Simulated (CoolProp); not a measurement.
A closed Brayton cycle with dry air: compressor inlet 307.15 K and 7.1 MPa, high pressure 13.6 MPa, turbine inlet 965 K, compressor efficiency 0.8, turbine efficiency 0.93, recuperator effectiveness 0.9 (on enthalpy, no pinch check). Each further row changes one setting.

Computed with CoolProp (reference Helmholtz-energy equation of state, Lemmon 2000). It is a pseudo-pure fit of the blend.

```tsv
case	thermal efficiency (%)	net work (kJ/kg)	compressor to turbine work	compressor exit (K)	turbine exit (K)
as stated	…	79.5	0.50	386.0	827.0
turbine inlet 915 K	35.7	…	0.53	386.0	783.0
compressor inlet 317.15 K	…	76.6	0.52	…	827.0
high pressure 11.6 MPa	…	63.9	…	…	…
recuperator effectiveness 0.5	19.7	79.5	0.50	386.0	827.0
```

**Question.** What belongs in the gaps?

**Answer.** 
- as stated, thermal efficiency (%): 37.4
- turbine inlet 915 K, net work (kJ/kg): 71.3
- compressor inlet 317.15 K, thermal efficiency (%): 36.3
- compressor inlet 317.15 K, compressor exit (K): 398.5
- high pressure 11.6 MPa, thermal efficiency (%): 35.3
- high pressure 11.6 MPa, compressor to turbine work: 0.48
- high pressure 11.6 MPa, compressor exit (K): 365.3
- high pressure 11.6 MPa, turbine exit (K): 859.0
